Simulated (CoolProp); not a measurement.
Isobutane along the isotherm 451.9 K: Z from the reference equation and from simpler models built on Tc = 407.8 K, pc = 3.629 MPa, ω = 0.184; each cubic takes its own stable root.

Computed with CoolProp (reference Helmholtz-energy equation of state, Bücker 2006).

```json
[
 {"p (MPa)": "0.111", "phase": "gas", "reference": "0.9926"},
 {"p (MPa)": "0.179", "phase": "gas", "reference": "0.9880"},
 {"p (MPa)": "0.289", "phase": "gas", "reference": "0.9805"},
 {"p (MPa)": "0.467", "phase": "gas", "reference": "0.9683"},
 {"p (MPa)": "0.754", "phase": "gas", "reference": "0.9483"},
 {"p (MPa)": "1.22", "phase": "gas", "reference": "0.9147"},
 {"p (MPa)": "1.97", "phase": "gas", "reference": "0.8575"},
 {"p (MPa)": "3.18", "phase": "gas", "reference": "0.7549"},
 {"p (MPa)": "5.14", "phase": "supercritical", "reference": "0.5539"},
 {"p (MPa)": "8.3", "phase": "supercritical", "reference": "0.4198"},
 {"p (MPa)": "13.4", "phase": "supercritical", "reference": "0.5445"},
 {"p (MPa)": "21.7", "phase": "supercritical", "reference": "0.7804"},
 {"p (MPa)": "35", "phase": "supercritical", "reference": "1.146"}
]
```

Q: How far does each simpler model (van der Waals, Redlich-Kwong, Peng-Robinson) lie from the reference over these 13 states: mean and median of the absolute difference, and the worst?

A: 
- van der Waals: mean 8.9 %, median 0.3 %, worst +29.9 % at 451.9 K and 35 MPa
- Redlich-Kwong: mean 2.1 %, median 0.7 %, worst +8.2 % at 451.9 K and 8.3 MPa
- Peng-Robinson: mean 2.0 %, median 1.2 %, worst -7.2 % at 451.9 K and 35 MPa
